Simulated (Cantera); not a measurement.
What does this Cantera script print?

```python
import numpy as np
import cantera as ct

gas_names = [...]  # 116 gases of nasa_gas.yaml made of C, H, K, O
cond_names = """
    C(gr) C6H6(L) C7H8(L) C8H18(L),n-octa H2O(s) H2O(L) K(cr) K(L) KOH(a) KOH(b) KOH(L) KO2(s) K2CO3(s)
    K2CO3(L) K2O(s) K2O2(s)
""".split()


# ... load() reads the species with a 1 bar reference pressure and builds the phases ...
atoms = {
    'KOH': {'K': 1, 'O': 1, 'H': 1},
    'H2O': {'H': 2, 'O': 1},
    'CO2': {'C': 1, 'O': 2},
}
top_T = {'C(gr)': 4500, 'KO2(s)': 780, 'K2O(s)': 1000, 'K2O2(s)': 760}  # K; cautious upper limits of use, not melting points


# ... equilibrate(T, P, feed) seeds the gas with the atoms and calls Mixture.equilibrate('TP', solver="vcs", rtol=1e-11, max_steps=5000) ...
results = []
feed = {'KOH': 1, 'H2O': 7.2, 'CO2': 0.017}  # mol
P = 10000  # Pa
for T in [750, 850, 950, 1050, 1150, 1250, 1350, 1450, 1550, 1650, 1750, 1850, 1950, 2050]:
    mix = equilibrate(T, P, feed)
    results.append((T, P, feed, dict(zip(mix.species_names, mix.species_moles))))

top = {s: max(r[3][s] / sum(r[3][g] for g in gas_names) for r in results) for s in gas_names}
cols = sorted((s for s in top if top[s] > 0.001), key=lambda s: -top[s])[:8]
seen = [c for c in cond_names if any(r[3].get(c, 0) > 1e-12 for r in results)]
print("log10 of partial pressures in bar; condensed amounts in mol")
print(f"{'T/K':>10s}" + "".join(f"{s[:9]:>10s}" for s in cols + seen))
for T, P, feed, n in results:
    ng = sum(n[g] for g in gas_names)
    print(f"{T:10.4g}" + "".join(f"{np.log10(max(n[s] / ng * P / 1e5, 1e-99)):10.3f}" for s in cols)
          + "".join(f"{n.get(c, 0):10.4g}" for c in seen))
```

It prints:

```
log10 of partial pressures in bar; condensed amounts in mol
       T/K       H2O       KOH         K        O2        H2        OH    K2O2H2       CO2    KOH(L)  K2CO3(s)
       750    -1.000    -5.781   -13.097   -10.440   -10.137   -12.205    -6.130    -9.064    0.9658     0.017
       850    -1.000    -4.433   -10.463    -9.093    -8.792   -10.540    -5.021    -7.518     0.962     0.017
       950    -1.002    -3.388    -8.411    -8.003    -7.740    -9.219    -4.185    -6.296    0.9269   0.01696
      1050    -1.014    -2.557    -6.788    -7.020    -6.945    -8.127    -3.538    -5.319    0.7169   0.01664
      1150    -1.052    -1.971    -5.571    -6.065    -6.387    -7.205    -3.204    -4.370         0   0.01353
      1250    -1.057    -1.926    -4.962    -5.461    -5.789    -6.465    -3.816    -3.684         0         0
      1350    -1.057    -1.919    -4.472    -4.967    -5.264    -5.838    -4.401    -3.684         0         0
      1450    -1.058    -1.919    -4.056    -4.545    -4.808    -5.298    -4.916    -3.685         0         0
      1550    -1.058    -1.923    -3.698    -4.181    -4.410    -4.828    -5.371    -3.686         0         0
      1650    -1.058    -1.931    -3.387    -3.864    -4.057    -4.417    -5.779    -3.687         0         0
      1750    -1.060    -1.946    -3.119    -3.587    -3.743    -4.054    -6.155    -3.691         0         0
      1850    -1.062    -1.970    -2.889    -3.346    -3.460    -3.732    -6.510    -3.696         0         0
      1950    -1.065    -2.004    -2.694    -3.136    -3.205    -3.445    -6.855    -3.706         0         0
      2050    -1.070    -2.053    -2.532    -2.955    -2.973    -3.190    -7.200    -3.723         0         0
```

Cantera equilibrium calculation (NASA polynomials, part measured and part estimated; ideal gas, pure solids and liquids). Mutual solubility and eutectic melting of coexisting phases are not modelled.
